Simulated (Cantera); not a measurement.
A closed system holds: 1 mol CaCO₃, 0.48 mol O₂, 0.54 mol N₂, held at 7.90 bar.

These are equilibrium values from Cantera (NASA tables, ideal gas, pure condensed phases), not measurements of a reactor. Candidate condensed phases: C, Ca, CaCO₃, CaO; 27 gas species. Mutual solubility and eutectic melting of coexisting phases are not modelled. The numbers say what is thermodynamically allowed, not how fast it happens.

x: gas mole fraction; n: condensed amount in mol.

```json
[
 {"T (°C)": "802", "x N₂": "0.514", "x CO₂": "0.0289", "x O₂": "0.457", "x NO": "___", "x CO": "9.92e-12", "x NO₂": "1.11e-5", "n CaCO₃(calcite)": "0.970", "n CaO(s)": "0.0304"},
 {"T (°C)": "902", "x N₂": "0.453", "x CO₂": "0.144", "x O₂": "0.403", "x NO": "___", "x CO": "7.71e-10", "x NO₂": "1.26e-5", "n CaCO₃(calcite)": "0.829", "n CaO(s)": "0.171"},
 {"T (°C)": "1002", "x N₂": "0.267", "x CO₂": "0.495", "x O₂": "0.238", "x NO": "___", "x CO": "3.32e-8", "x NO₂": "7.50e-6", "n CaCO₃(calcite)": "0", "n CaO(s)": "1.00"},
 {"T (°C)": "1102", "x N₂": "0.267", "x CO₂": "0.495", "x O₂": "0.237", "x NO": "___", "x CO": "2.29e-7", "x NO₂": "9.47e-6", "n CaCO₃(calcite)": "0", "n CaO(s)": "1.00"},
 {"T (°C)": "1202", "x N₂": "0.267", "x CO₂": "0.495", "x O₂": "0.237", "x NO": "___", "x CO": "1.21e-6", "x NO₂": "1.16e-5", "n CaCO₃(calcite)": "0", "n CaO(s)": "1.00"},
 {"T (°C)": "1302", "x N₂": "0.267", "x CO₂": "0.495", "x O₂": "0.237", "x NO": "___", "x CO": "5.16e-6", "x NO₂": "1.39e-5", "n CaCO₃(calcite)": "0", "n CaO(s)": "1.00"},
 {"T (°C)": "1402", "x N₂": "0.267", "x CO₂": "0.495", "x O₂": "0.237", "x NO": "___", "x CO": "1.85e-5", "x NO₂": "1.62e-5", "n CaCO₃(calcite)": "0", "n CaO(s)": "1.00"},
 {"T (°C)": "1502", "x N₂": "0.266", "x CO₂": "0.495", "x O₂": "0.236", "x NO": "___", "x CO": "5.73e-5", "x NO₂": "1.86e-5", "n CaCO₃(calcite)": "0", "n CaO(s)": "1.00"}
]
```

### Question
Complete the blanks.

### Answer

- 802, x NO: 8.03e-5
- 902, x NO: 0.000169
- 1002, x NO: 0.000208
- 1102, x NO: 0.000389
- 1202, x NO: 0.000669
- 1302, x NO: 0.00107
- 1402, x NO: 0.00163
- 1502, x NO: 0.00235
